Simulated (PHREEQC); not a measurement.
Make-up at 20 °C: 0.17 mol H3PO4 and 0.36 mol HCl per kg of water. Closed to the air; pH follows from the charge balance.

All values are PHREEQC results (ion-association model, wateq4f.dat), not measurements.

```json
{
  "pH": "0.55",
  "ionic_strength": "0.366 mol/kgw",
  "activity_of_water": "0.985",
  "total_alkalinity": "-530 meq/kg"
}
```

```json
[
 {"species": "H+", "molality": "0.366", "activity": "0.284", "log γ": "-0.110"},
 {"species": "Cl-", "molality": "0.360", "activity": "0.240", "log γ": "-0.175"},
 {"species": "H3PO4", "molality": "0.164", "activity": "0.178", "log γ": "0.037"},
 {"species": "H2PO4-", "molality": "0.00635", "activity": "0.00452", "log γ": "-0.148"},
 {"species": "HPO4-2", "molality": "3.95e-9", "activity": "9.58e-10", "log γ": "-0.615"}
]
```

No solid was allowed to form. H3PO4, which wateq4f.dat lacks, is added to it with the constant of phreeqc.dat.
